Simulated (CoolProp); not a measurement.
Vapour-liquid equilibrium of toluene (1) + n-nonane (2) at 0.0154 MPa; x and y are mole fractions of (1).

The numbers come from the multi-fluid Helmholtz-energy mixture model, Lemmon 2006 and Lemmon 2006; pair parameters Bell 2016 in CoolProp.

```csv
x,bubble temperature (K),y at the bubble point,dew temperature at overall composition x (K),liquid density (mol/L)
0.05,360.0,0.208,[?],5.291
0.125,354.1,0.423,362.0,5.505
0.2,349.3,0.563,360.2,5.725
0.275,345.6,[?],358.3,5.952
0.35,342.5,0.729,356.2,6.189
0.425,340.0,0.780,354.0,6.438
0.5,337.9,0.821,351.6,6.702
0.575,[?],0.854,348.9,6.983
0.65,334.5,[?],346.0,7.284
0.725,333.1,0.909,[?],7.608
0.8,331.8,0.933,[?],7.958
0.875,330.6,0.958,335.0,8.337
0.95,329.3,0.983,[?],8.750
```

Fill in the missing entries.


- 0.05, dew temperature at overall composition x (K): 363.7
- 0.275, y at the bubble point: 0.660
- 0.575, bubble temperature (K): 336.1
- 0.65, y at the bubble point: 0.883
- 0.725, dew temperature at overall composition x (K): 342.7
- 0.8, dew temperature at overall composition x (K): 339.0
- 0.95, dew temperature at overall composition x (K): 330.9

No azeotrope shows between x = 0.05 and 0.95.

The pair parameters rest on a limited set of measurements; away from them the model extrapolates.
